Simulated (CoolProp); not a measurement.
A Linde-Hampson liquefier for carbon monoxide: isothermal reversible compression at 250 K from 1 atm to 30 MPa, throttling to 1 atm, return gas leaving the recuperator 0 K below the feed. Each further row changes one setting.

Model: reference Helmholtz-energy equation of state, Lemmon 2006, in CoolProp. It is a short technical equation, of lower accuracy than the large ones.

```csv
case,liquid yield per pass,compression work (kJ/kg of gas)
as stated,0.167,415
high pressure 60 MPa,0.155,481
warm-end temperature 280 K,0.124,472
warm-end gap 5 K,0.156,415
```
